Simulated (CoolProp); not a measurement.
Vapour-liquid equilibrium of chloromethane (R40) (1) + isobutene (2) at 264.2 K; x and y are mole fractions of (1).

Model: multi-fluid Helmholtz-energy mixture model, Thol 2014 and Lemmon 2005; pair parameters Bell 2016, in CoolProp.

```
x     bubble pressure (bar)  y at the bubble point  dew pressure at overall composition x (bar)  liquid density (mol/L)
----  ---------------------  ---------------------  -------------------------------------------  ----------------------
0.05                  1.014                  0.117                                       0.9695                   11.46
0.2                   1.208                  0.362                                        1.074                   12.28
0.35                  1.365                  0.526                                        1.197                   13.21
0.5                   1.499                  0.654                                        1.338                   14.29
0.65                  1.619                  0.764                                        1.495                   15.54
0.8                   1.730                  0.867                                        1.658                   16.99
0.95                  1.834                  0.967                                        1.817                   18.71
```

No azeotrope shows between x = 0.05 and 0.95.

The pair parameters rest on a limited set of measurements; away from them the model extrapolates.
